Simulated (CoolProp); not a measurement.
Vapour-liquid equilibrium of toluene (1) + m-xylene (2) at 235.65 °C; x and y are mole fractions of (1).

Values from CoolProp's multi-fluid Helmholtz-energy mixture model, Lemmon 2006 and Zhou 2012; pair parameters Bell 2016.

| x | bubble pressure (MPa) | y at the bubble point | dew pressure at overall composition x (MPa) | liquid density (mol/L) |
|---|---|---|---|---|
| 0.05 | 0.8089 | 0.076 | 0.7989 | 6.108 |
| 0.2 | 0.8969 | 0.282 | 0.8595 | 6.203 |
| 0.35 | 0.9869 | 0.457 | 0.9300 | 6.298 |
| 0.5 | 1.076 | 0.605 | 1.012 | 6.396 |
| 0.65 | 1.162 | 0.735 | 1.105 | 6.499 |
| 0.8 | 1.245 | 0.852 | 1.208 | 6.610 |
| 0.95 | 1.324 | 0.963 | 1.315 | 6.732 |

No azeotrope shows between x = 0.05 and 0.95.

The pair parameters rest on a limited set of measurements; away from them the model extrapolates.
